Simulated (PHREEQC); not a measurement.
Alkaline etch or developer: speciation

Dissolve 0.68 mmol/kgw CsOH, 0.34 mmol/kgw Na2SiO3 and 1.7 mmol/kgw Na2CO3 at 25 °C. Closed to the air; pH follows from the charge balance.

All values are PHREEQC results (ion-association model, wateq4f.dat), not measurements.

Precipitation was switched off in this run.

**Question.** What pH does the model give?

**Answer.** pH 11.06.

**Question.** In which forms is Na present?

**Answer.** Na+ 98 %, NaCO3- 1.9 % of the Na.
